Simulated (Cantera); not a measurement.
A closed system holds: 1 mol Fe(CO)₅, 0.051 mol CO, 16 mol H₂, held at 0.000180 bar.

Equilibrium computed with Cantera from the NASA thermochemical tables; the gas is ideal and each condensed phase is pure. Candidate condensed phases: C, C₆H₆, C₇H₈, C₈H₁₈, Fe, Fe(CO)₅, FeO, Fe(OH)₂, Fe(OH)₃, Fe₂O₃, Fe₃O₄, H₂O; 114 gas species. The numbers say what is thermodynamically allowed, not how fast it happens.

x: gas mole fraction; n: condensed amount in mol.

```
T (K)   x H₂   x CO  x H      x Fe    x CH₄    x H₂O  n Fe(α)  n Fe(γ)
-----  -----  -----  ---  --------  -------  -------  -------  -------
1075   0.760  0.240  [?]   2.51e-9  4.69e-6  4.15e-6     1.00        0
1125   0.760  0.240  [?]   1.87e-8  2.84e-6  2.23e-6     1.00        0
1175   0.760  0.240  [?]   1.17e-7  1.65e-6  1.38e-6    1.000        0
1225   0.760  0.240  [?]   6.27e-7  9.74e-7  9.05e-7        0    1.000
1275   0.760  0.240  [?]   2.93e-6  5.68e-7  6.49e-7        0    1.000
1325   0.760  0.240  [?]   1.22e-5  3.22e-7  5.12e-7        0    1.000
1375   0.760  0.240  [?]   4.56e-5  1.79e-7  4.37e-7        0    0.999
1425   0.760  0.240  [?]  0.000155  9.94e-8  3.92e-7        0    0.997
1475   0.759  0.240  [?]  0.000485  5.62e-8  3.63e-7        0    0.990
1525   0.758  0.239  [?]   0.00141  3.25e-8  3.41e-7        0    0.970
```

### Question
Some entries are withheld; supply them.

### Answer

- 1075, x H: 9.54e-7
- 1125, x H: 2.89e-6
- 1175, x H: 7.97e-6
- 1225, x H: 2.03e-5
- 1275, x H: 4.79e-5
- 1325, x H: 0.000106
- 1375, x H: 0.000223
- 1425, x H: 0.000443
- 1475, x H: 0.000842
- 1525, x H: 0.00153
